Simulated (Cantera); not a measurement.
Charge: 1 mol AlN, 0.21 mol O2, 41 mol H2, 0.5 mol H2O, held at 133 Pa.

Method: chemical equilibrium by Gibbs-energy minimisation in Cantera with the NASA 1993 tables (ideal gas, pure condensed phases). Candidate condensed phases: Al, AlN, Al2O3, H2O; 35 gas species. Mutual solubility and eutectic melting of coexisting phases are not modelled. Kinetics and transport are ignored. All values below are at 1525 K.

Base state: H2 0.992, N2 0.00735, H 0.000645, Al 3.42e-5 (mole fractions); condensed: AlN(s) + Al2O3(s).

Q: What changes in the equilibrium state with this change: H2O from 0.5 to 3.1 mol?

A: 
| species | before | after |
|---|---|---|
| H2 | 0.992 | 0.943 |
| H2O | 5.90e-7 | 0.0453 |
| N2 | 0.00735 | 0.0112 |
| Al | 3.42e-5 | <1e-9 |
| H | 0.000645 | 0.000629 |
| AlN(s), mol | 0.385 | 0 |
| Al2O3(s), mol | 0.307 | 0.500 |
